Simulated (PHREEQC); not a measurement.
**Nickel, zinc or cadmium bath: speciation**

A solution holds 0.0028 mol ZnSO4, 0.0027 mol KCl and 0.003 mol FeSO4 per kg of water, at 20 °C. Closed to the air; pH follows from the charge balance.

Model: ion-association model, wateq4f.dat, run in PHREEQC.

Each row changes one thing in this solution. No solid was allowed to form.

```tsv
case	pH	ionic strength (mol/kgw)	SO4-2 (mol/kgw)	Fe+2 (mol/kgw)	FeSO4 (mol/kgw)	FeOH+ (mol/kgw)	SI of Melanterite (FeSO4:7H2O)
as made	5.98	0.0205	0.00441	0.00240	0.000591	3.36e-7	-3.17
FeSO4 from 0.003 to 0.0015 mol/kgw	5.98	0.0162	0.00336	0.00124	0.000256	1.79e-7	-3.53
diluted 2-fold with water	…	0.0110	0.00239	0.00128	0.000218	2.43e-7	-3.60
FeSO4 from 0.003 to 0.0027 mol/kgw	5.98	0.0197	0.00420	0.00218	0.000519	3.06e-7	-3.22
ZnSO4 replaced by CdSO4 at the same molality	6.22	0.0199	0.00436	0.00240	0.000591	5.86e-7	-3.16
ZnSO4 left out	6.25	0.0129	0.00254	0.00256	0.000435	7.06e-7	-3.30
KCl left out	…	0.0177	0.00439	0.00238	0.000620	3.49e-7	-3.14
KCl from 0.0027 to 0.027 mol/kgw	5.91	0.0454	0.00446	0.00253	0.000428	2.64e-7	-3.31
```

**Question.** Fill in the missing entries.

**Answer.** 
- diluted 2-fold with water, pH: 6.08
- KCl left out, pH: 5.99

Complexes and solids missing from the database can't appear.
